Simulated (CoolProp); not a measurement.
Vapour-liquid equilibrium of R1234yf (1) + R227EA (2) at 184.1 K; x and y are mole fractions of (1).

The numbers come from the multi-fluid Helmholtz-energy mixture model, Lemmon 2022 and Lemmon 2016; pair parameters Bell 2016 in CoolProp.

**Question.** Give the bubble pressure and the first vapour's composition at x = 0.55, 0.75, 0.85. Is there an azeotrope?

**Answer.** x = 0.55: 0.001863 MPa, y = 0.777; x = 0.75: 0.002198 MPa, y = 0.894; x = 0.85: 0.002367 MPa, y = 0.941. No azeotrope shows between x = 0.05 and 0.95.

The pair parameters rest on a limited set of measurements; away from them the model extrapolates.
